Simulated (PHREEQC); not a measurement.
Dissolve 0.037 mol ZnCl2 and 0.046 mol HCl per kg of water at 60 °C. Closed to the air; pH follows from the charge balance.

All values are PHREEQC results (ion-association model, phreeqc.dat), not measurements.

Each row changes one thing in this solution. This is a speciation only: nothing precipitates in the calculation.

```tsv
case	pH	ionic strength (mol/kgw)	Cl- (mol/kgw)
as made	1.43	0.135	0.109
ZnCl2 from 0.037 to 0.185 mol/kgw	1.46	0.417	0.308
diluted 5-fold with water	2.10	0.0297	0.0231
ZnCl2 from 0.037 to 0.0037 mol/kgw	1.41	0.0556	0.0526
ZnCl2 left out	1.41	0.0460	0.0460
diluted 10-fold with water	2.39	0.0152	0.0117
temperature from 60 to 30 °C	1.43	0.148	0.115
```

Species that the database lacks are ignored. At this temperature some constants are extrapolated from 25 °C, and those without enthalpy data are left unchanged.
